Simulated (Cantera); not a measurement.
What does this Cantera script print?

```python
import numpy as np
import cantera as ct

gas_names = [...]  # 148 gases of nasa_gas.yaml made of Al, C, H, N, O
cond_names = """
    AL(cr) AL(L) ALN(s) AL2O3(a) AL2O3(L) C(gr) C6H6(L) C7H8(L) C8H18(L),n-octa H2O(s) H2O(L)
""".split()


# ... load() reads the species with a 1 bar reference pressure and builds the phases ...
atoms = {
    'Al(CH3)3': {'AL': 1, 'C': 3, 'H': 9},
    'N2O': {'N': 2, 'O': 1},
    'N2': {'N': 2},
}
top_T = {'ALN(s)': 2750, 'C(gr)': 4500}  # K; cautious upper limits of use, not melting points


# ... equilibrate(T, P, feed) seeds the gas with the atoms and calls Mixture.equilibrate('TP', solver="vcs", rtol=1e-11, max_steps=5000) ...
results = []
feed = {'Al(CH3)3': 1, 'N2O': 2.7, 'N2': 21}  # mol
P = 1333.22  # Pa
for T in [973, 1023, 1073, 1123, 1173, 1223, 1273, 1323, 1373, 1423, 1473]:
    mix = equilibrate(T, P, feed)
    results.append((T, P, feed, dict(zip(mix.species_names, mix.species_moles))))

top = {s: max(r[3][s] / sum(r[3][g] for g in gas_names) for r in results) for s in gas_names}
cols = sorted((s for s in top if top[s] > 1e-05), key=lambda s: -top[s])[:5]
seen = [c for c in cond_names if any(r[3].get(c, 0) > 1e-12 for r in results)]
print("log10 of partial pressures in bar; condensed amounts in mol")
print(f"{'T/K':>10s}" + "".join(f"{s[:9]:>10s}" for s in cols + seen))
for T, P, feed, n in results:
    ng = sum(n[g] for g in gas_names)
    print(f"{T:10.4g}" + "".join(f"{np.log10(max(n[s] / ng * P / 1e5, 1e-99)):10.3f}" for s in cols)
          + "".join(f"{n.get(c, 0):10.4g}" for c in seen))
```

Result:

```
log10 of partial pressures in bar; condensed amounts in mol
       T/K        N2        H2        CO       HCN       H2O    ALN(s)  AL2O3(a)     C(gr)
       973    -1.969    -2.691    -3.265    -7.808    -6.162         0       0.5     1.801
      1023    -1.969    -2.690    -3.265    -7.458    -6.518         0       0.5       1.8
      1073    -1.969    -2.690    -3.264    -7.141    -6.841         0       0.5       1.8
      1123    -1.969    -2.690    -3.264    -6.853    -7.135         0       0.5       1.8
      1173    -1.969    -2.690    -3.264    -6.590    -7.404         0       0.5     1.799
      1223    -1.969    -2.690    -3.264    -6.349    -7.652         0       0.5     1.799
      1273    -1.969    -2.690    -3.264    -6.126    -7.879         0       0.5     1.798
      1323    -1.969    -2.690    -3.264    -5.921    -8.090         0       0.5     1.797
      1373    -1.970    -2.691    -3.238    -5.732    -8.258   0.05227    0.4739     1.717
      1423    -1.991    -2.704    -2.938    -5.572    -8.153     0.949   0.02552    0.3703
      1473    -1.993    -2.705    -2.927    -5.409    -8.311         1         0    0.2909
```

Equilibrium computed with Cantera from the NASA thermochemical tables; the gas is ideal and each condensed phase is pure. The feed counts by its element totals alone. Mutual solubility and eutectic melting of coexisting phases are not modelled.
